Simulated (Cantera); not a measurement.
Feed: 1 mol NH3, 0.31 mol O2, 6.9 mol H2, 0.096 mol SO2, equilibrated at 750 Torr.

Method: chemical equilibrium by Gibbs-energy minimisation in Cantera with the NASA 1993 tables (ideal gas, pure condensed phases). Candidate condensed phases: H2O, H2SO4, S; 35 gas species. The numbers say what is thermodynamically allowed, not how fast it happens.

Q: At 1352 °C, list the 7 most abundant gas species with their mole fractions, and the condensed phases.

A: H2 0.842, H2O 0.0912, N2 0.0562, H2S 0.0106, SH 0.000142, H 6.47e-5, S2 3.65e-5. Condensed: gas only.
